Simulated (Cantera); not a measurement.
An isothermal, constant-pressure homogeneous reactor starts with NO : N₂ = 1 : 0.45 (molar parts), at 1973 K and 20.0 Torr. Integrator tolerance rtol = 1e-08.

Cantera simulation using GRI-Mech 3.0 (53 species, 325 reactions); the numbers are that mechanism's predictions, not measurements. Radical loss at walls, strong at low pressure, is not modelled.

What does this change do: pressure from 20.0 Torr to 9.75 Torr?


```json
[
 {"quantity": "x(NO) at 8.00 s", "before": "0.321 (gas-phase equilibrium 0.00824)", "after": "0.439 (gas-phase equilibrium 0.00823)"},
 {"quantity": "x(NO₂) at 8.00 s", "before": "8.69e-5 (gas-phase equilibrium 3.08e-6)", "after": "6.68e-5 (gas-phase equilibrium 2.15e-6)"},
 {"quantity": "x(N₂O) at 8.00 s", "before": "2.76e-5 (gas-phase equilibrium 6.89e-8)", "after": "4.69e-5 (gas-phase equilibrium 4.80e-8)"},
 {"quantity": "x(O) at 8.00 s", "before": "0.00148 (gas-phase equilibrium 0.00195)", "after": "0.00181 (gas-phase equilibrium 0.00279)"},
 {"quantity": "x(N₂) at 8.00 s", "before": "0.494 (gas-phase equilibrium 0.650)", "after": "0.435 (gas-phase equilibrium 0.650)"},
 {"quantity": "x(O₂) at 8.00 s", "before": "0.183 (gas-phase equilibrium 0.339)", "after": "0.124 (gas-phase equilibrium 0.339)"}
]
```

What does this change do: pressure from 20.0 Torr to 28.5 Torr?


| quantity | before | after |
|---|---|---|
| x(NO) at 8.00 s | 0.321 (gas-phase equilibrium 0.00824) | 0.259 (gas-phase equilibrium 0.00824) |
| x(NO₂) at 8.00 s | 8.69e-5 (gas-phase equilibrium 3.08e-6) | 9.10e-5 (gas-phase equilibrium 3.68e-6) |
| x(N₂O) at 8.00 s | 2.76e-5 (gas-phase equilibrium 6.89e-8) | 1.87e-5 (gas-phase equilibrium 8.22e-8) |
| x(O) at 8.00 s | 0.00148 (gas-phase equilibrium 0.00195) | 0.00133 (gas-phase equilibrium 0.00163) |
| x(N₂) at 8.00 s | 0.494 (gas-phase equilibrium 0.650) | 0.525 (gas-phase equilibrium 0.651) |
| x(O₂) at 8.00 s | 0.183 (gas-phase equilibrium 0.339) | 0.214 (gas-phase equilibrium 0.340) |
